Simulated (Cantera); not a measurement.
A Cantera script and what it prints.

```python
import numpy as np
import cantera as ct

gas_names = """
    CL CLO CL2 Fe FeCL FeCL2 FeCL3 FeO Fe2CL4 Fe2CL6 O O2 O3
""".split()
cond_names = """
    Fe(a) Fe(c) Fe(d) Fe(L) FeCL2(s) FeCL2(L) FeCL3(s) FeCL3(L) FeO(s) FeO(L) Fe2O3(s) Fe3O4(s)
""".split()


# ... load() reads the species with a 1 bar reference pressure and builds the phases ...
atoms = {
    'Fe2O3': {'Fe': 2, 'O': 3},
    'Cl2': {'CL': 2},
}
top_T = {'Fe2O3(s)': 1830, 'Fe3O4(s)': 1870}  # K; cautious upper limits of use, not melting points


# ... equilibrate(T, P, feed) seeds the gas with the atoms and calls Mixture.equilibrate('TP', solver="vcs", rtol=1e-11, max_steps=5000) ...
results = []
feed = {'Fe2O3': 1, 'Cl2': 5.1}  # mol
P = 67000  # Pa
for T in [723, 873, 1023, 1173, 1323, 1473, 1623]:
    mix = equilibrate(T, P, feed)
    results.append((T, P, feed, dict(zip(mix.species_names, mix.species_moles))))
    x = sorted(zip(gas.X, gas.species_names), reverse=True)
    print(f"T = {T:g} K  P = {P:g} Pa  gas = {mix.phase_moles(0):.4g} mol")
    print("   x: " + "  ".join(f"{s} {v:.3e}" for v, s in x if v > 0.001))
    print("   condensed (mol): " + ("  ".join(f"{mix.phase(i).name} {mix.phase_moles(i):.4g}"
          for i in range(1, mix.n_phases) if mix.phase_moles(i) > 1e-12) or "none"))
```

Result:

```
T = 723 K  P = 67000 Pa  gas = 5.1 mol
   x: CL2 9.979e-01  O2 1.056e-03
   condensed (mol): Fe2O3(s) 0.9964
T = 873 K  P = 67000 Pa  gas = 5.109 mol
   x: CL2 9.796e-01  FeCL3 9.697e-03  O2 9.323e-03  Fe2CL6 1.364e-03
   condensed (mol): Fe2O3(s) 0.9682
T = 1023 K  P = 67000 Pa  gas = 5.164 mol
   x: CL2 9.009e-01  FeCL3 5.237e-02  O2 4.327e-02  Fe2CL6 2.500e-03
   condensed (mol): Fe2O3(s) 0.851
T = 1173 K  P = 67000 Pa  gas = 5.323 mol
   x: CL2 7.187e-01  FeCL3 1.494e-01  O2 1.201e-01  FeCL2 5.429e-03  CL 3.669e-03  Fe2CL6 2.692e-03
   condensed (mol): Fe2O3(s) 0.5736
T = 1323 K  P = 67000 Pa  gas = 5.664 mol
   x: CL2 4.687e-01  FeCL3 2.527e-01  O2 2.230e-01  FeCL2 4.096e-02  CL 1.269e-02  Fe2CL6 1.662e-03
   condensed (mol): Fe2O3(s) 0.1579
T = 1473 K  P = 67000 Pa  gas = 6.039 mol
   x: CL2 3.842e-01  O2 2.482e-01  FeCL3 2.203e-01  FeCL2 1.093e-01  CL 3.677e-02
   condensed (mol): none
T = 1623 K  P = 67000 Pa  gas = 6.436 mol
   x: CL2 3.636e-01  O2 2.327e-01  FeCL2 1.672e-01  FeCL3 1.428e-01  CL 9.259e-02
   condensed (mol): none
```

Method: chemical equilibrium by Gibbs-energy minimisation in Cantera with the NASA 1993 tables (ideal gas, pure condensed phases). Condensed phases not in the tables: FeOCl.
